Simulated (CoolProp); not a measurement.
Properties of R113 along the isotherm 226.85 °C (Tc = 214.1 °C, pc = 3392 kPa, ω = 0.253).

Values from CoolProp's reference Helmholtz-energy equation of state, Marx 1992.

```csv
p (kPa),phase,Z,Joule-Thomson coefficient (K/MPa),expansivity (1/kK),fugacity coefficient
1060,gas,0.8965,9.649,2.868,0.9051
2120,gas,0.7722,11.76,4.700,0.8122
3180,gas,0.6018,15.75,11.16,0.7188
4240,supercritical,0.2777,10.15,44.24,0.6149
5300,supercritical,0.2735,3.232,10.44,0.5221
6360,supercritical,0.3054,1.924,6.712,0.4586
7420,supercritical,0.3412,1.336,5.207,0.4131
8480,supercritical,0.3779,0.9937,4.367,0.3792
9540,supercritical,0.4147,0.7657,3.819,0.3532
10600,supercritical,0.4515,0.6015,3.430,0.3327
11700,supercritical,0.4895,0.4727,3.125,0.3157
12700,supercritical,0.5239,0.3801,2.907,0.3032
13800,supercritical,0.5613,0.2972,2.711,0.2919
14800,supercritical,0.5952,0.2346,2.563,0.2834
15900,supercritical,0.6321,0.1763,2.425,0.2757
17000,supercritical,0.6688,0.1265,2.306,0.2693
```
